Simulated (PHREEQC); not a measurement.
**Copper plating or etch bath: speciation**

Dissolve 0.0011 mol/kgw Cu(NO3)2, 9.6e-05 mol/kgw HCl and 6e-05 mol/kgw Na2SO4 at 55 °C. Closed to the air; pH follows from the charge balance.

Equilibrium calculation in PHREEQC: ion-association model, phreeqc.dat.

Each row changes one thing in this solution. This is a speciation only: nothing precipitates in the calculation.

| case | pH | SO4-2 (mol/kgw) | HSO4- (mol/kgw) | NaSO4- (mol/kgw) | SI of Halite (NaCl) |
|---|---|---|---|---|---|
| as made | 4.05 | 5.12e-5 | 7.53e-7 | 2.79e-8 | -9.59 |
| Cu(NO3)2 left out | 4.03 | 5.89e-5 | (withheld) | (withheld) | -9.55 |
| HCl from 9.6e-05 to 4.8e-05 mol/kgw | 4.34 | 5.15e-5 | 3.84e-7 | 2.81e-8 | -9.89 |
| Na2SO4 from 6e-05 to 0.0003 mol/kgw | 4.06 | 0.000258 | 3.61e-6 | (withheld) | -8.90 |
| HCl from 9.6e-05 to 0.000192 mol/kgw | 3.75 | 5.06e-5 | 1.48e-6 | 2.75e-8 | -9.29 |
| Na2SO4 from 6e-05 to 6.6e-05 mol/kgw | 4.05 | (withheld) | 8.27e-7 | 3.38e-8 | -9.55 |

### Question
Some entries are withheld; supply them.

### Answer

- Cu(NO3)2 left out, HSO4- (mol/kgw): 1.04e-6
- Cu(NO3)2 left out, NaSO4- (mol/kgw): 3.89e-8
- Na2SO4 from 6e-05 to 0.0003 mol/kgw, NaSO4- (mol/kgw): 6.88e-7
- Na2SO4 from 6e-05 to 6.6e-05 mol/kgw, SO4-2 (mol/kgw): 5.63e-5

Complexes and solids missing from the database can't appear. Away from 25 °C the constants follow the database's enthalpies or fits; those with neither stay at their 25 °C values.
